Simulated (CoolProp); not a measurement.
A simple Rankine cycle with R22: condensing at 317.15 K, boiler at 4.08 MPa, turbine inlet 363.6 K, turbine efficiency 0.65, pump efficiency 0.7, no recuperator. Each further row changes one setting.

The numbers come from the reference Helmholtz-energy equation of state, Kamei 1995 in CoolProp.

```csv
case,thermal efficiency (%),net work (kJ/kg),heat in (kJ/kg),turbine exit temperature (K),volume ratio over the turbine
as stated,5.3,8.62,161,317.1,___
turbine inlet 383.6 K,6.0,11.4,191,___,___
condensing temperature 309.15 K,6.4,11.0,___,309.1,___
boiler pressure 2.86 MPa,3.9,7.33,188,336.4,1.71
turbine efficiency 0.55,4.2,___,161,317.1,___
```

Question: What belongs in the gaps?

Answer: 
- as stated, volume ratio over the turbine: 2.66
- turbine inlet 383.6 K, turbine exit temperature (K): 335.2
- turbine inlet 383.6 K, volume ratio over the turbine: 2.48
- condensing temperature 309.15 K, heat in (kJ/kg): 172
- condensing temperature 309.15 K, volume ratio over the turbine: 3.26
- turbine efficiency 0.55, net work (kJ/kg): 6.82
- turbine efficiency 0.55, volume ratio over the turbine: 2.69

The expansion ends wet for: as stated; condensing temperature 309.15 K; turbine efficiency 0.55.
